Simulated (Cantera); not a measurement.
Mixture: 3.92 % CH₄, 12.7 % O₂, 83.4 % N₂, equivalence ratio 0.62, at 500000 Pa, adiabatic and at constant volume. Ignition delay is the time to a rise of 400 K.

Cantera simulation using GRI-Mech 3.0 (53 species, 325 reactions); the numbers are that mechanism's predictions, not measurements.

Predict: delay at 1100 K; delay at 1300 K; delay at 1500 K; delay at 1700 K; delay at 1900 K; apparent activation energy between 1800 and 2000 K.


| Property | Value |
|---|---|
| delay at 1100 K | 50.0 ms |
| delay at 1300 K | 3.79 ms |
| delay at 1500 K | 0.436 ms |
| delay at 1700 K | 75.0 µs |
| delay at 1900 K | 19.9 µs |
| apparent activation energy between 1800 and 2000 K | 170 kJ/mol |
